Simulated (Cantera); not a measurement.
Charge: 1 mol CH₃SiCl₃, 0.31 mol CH₄, 16 mol H₂, at 2198.15 K and 0.0133 bar.

Cantera equilibrium calculation (NASA polynomials, part measured and part estimated; ideal gas, pure solids and liquids). Candidate condensed phases: C, C₆H₆, C₇H₈, C₈H₁₈, Si, SiC; 109 gas species. The feed counts by its element totals alone. The tables' values for SiCl are old estimates; treat these amounts as uncertain. Gases not in the tables: Si₂H₆ and higher silanes. The numbers say what is thermodynamically allowed, not how fast it happens.

Base state: H₂ 0.807, HCl 0.134, H 0.0434, Cl 0.00523, SiCl₂ 0.00456, Si 0.00290, C₂H₂ (acetylene) 0.00205, SiCl 0.000620 (mole fractions); condensed: C(graphite) + SiC(s).

### Question
What changes in the equilibrium state with this change: pressure from 0.0133 bar to 0.820 bar?

### Answer
```
species             before     after
----------------  --------  --------
H₂                   0.807     0.845
HCl                  0.134     0.142
H                   0.0434   0.00566
SiCl₂              0.00456   0.00490
CH₄                2.29e-6  0.000154
SiC₂              0.000277   4.50e-6
Si₂C              0.000169   2.75e-6
C(graphite), mol     0.391     0.323
SiC(s), mol          0.821     0.898
```
The tables' values for SiCl₃, SiCl are old estimates; treat these amounts as uncertain.

### Question
What changes in the equilibrium state with this change: H₂ from 16 to 250 mol?

### Answer
```
species             before     after
----------------  --------  --------
H₂                   0.807     0.936
H                   0.0434    0.0467
HCl                  0.134    0.0110
Cl                 0.00523  0.000400
Si                 0.00290   0.00297
SiCl₂              0.00456   2.74e-5
SiCl              0.000620   4.87e-5
SiH₂               2.55e-5   3.03e-5
C(graphite), mol     0.391         0
SiC(s), mol          0.821         0
```
